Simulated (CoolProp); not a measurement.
Benzene along the isobar 3.64 bar: Z from the reference equation and from simpler models built on Tc = 562.0 K, pc = 49.06 bar, ω = 0.211; each cubic takes its own stable root.

Computed with CoolProp (reference Helmholtz-energy equation of state, Thol 2012).

| T (K) | phase | reference |
|---|---|---|
| 298.2 | liquid | 0.01313 |
| 309 | liquid | 0.01284 |
| 319.7 | liquid | 0.01257 |
| 330.4 | liquid | 0.01234 |
| 341.2 | liquid | 0.01212 |
| 351.9 | liquid | 0.01192 |
| 362.6 | liquid | 0.01174 |
| 373.4 | liquid | 0.01158 |
| 384.1 | liquid | 0.01144 |
| 394.8 | liquid | 0.01132 |

### Question
How far does each simpler model (van der Waals, Redlich-Kwong, Soave-Redlich-Kwong) lie from the reference over these 10 states: mean and median of the absolute difference, and the worst?

### Answer
- van der Waals: mean 5507.5 %, median 7618.7 %, worst +8267.5 % at 394.8 K and 3.64 bar
- Redlich-Kwong: mean 820.6 %, median 11.8 %, worst +8098.8 % at 394.8 K and 3.64 bar
- Soave-Redlich-Kwong: mean 9.3 %, median 9.2 %, worst +9.6 % at 298.2 K and 3.64 bar

At some of these states van der Waals, Redlich-Kwong gives the other phase, because its saturation line lies elsewhere.
